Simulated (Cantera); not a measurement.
Input: 1 mol SiHCl₃, 0.089 mol HCl, a varied amount of N₂, equilibrated at 925 K and 5.25 Torr.

Equilibrium computed with Cantera from the NASA thermochemical tables; the gas is ideal and each condensed phase is pure. Candidate condensed phases: NH₄Cl, Si, Si₃N₄; 28 gas species. N₂ is the only nitrogen source here; it is nearly inert below about 1500 K, so the nitride shown seldom forms there in practice. The tables' values for SiCl₃ are old estimates; treat these amounts as uncertain. The numbers say what is thermodynamically allowed, not how fast it happens.

x: gas mole fraction; n: condensed amount in mol.

```csv
n(N₂) (mol),x N₂,x HCl,x SiCl₄,x H₂,n Si₃N₄(s)
5.4,0.769,0.129,0.0841,0.0176,0.147
7.8,0.830,(withheld),(withheld),(withheld),0.149
11,0.874,0.0737,0.0446,0.00761,0.151
16,0.910,0.0537,0.0314,0.00474,0.153
23,0.936,0.0390,0.0221,0.00296,0.155
33,0.955,0.0281,0.0155,0.00183,0.156
48,0.968,(withheld),(withheld),(withheld),0.158
69,0.978,0.0142,0.00745,0.000663,0.159
99,0.984,0.0101,0.00518,0.000399,0.160
```

Problem. Some entries are withheld; supply them.

Solution. 
- 48, x HCl: 0.0199
- 48, x SiCl₄: 0.0107
- 48, x H₂: 0.00110
- 7.8, x HCl: 0.0974
- 7.8, x SiCl₄: 0.0611
- 7.8, x H₂: 0.0115
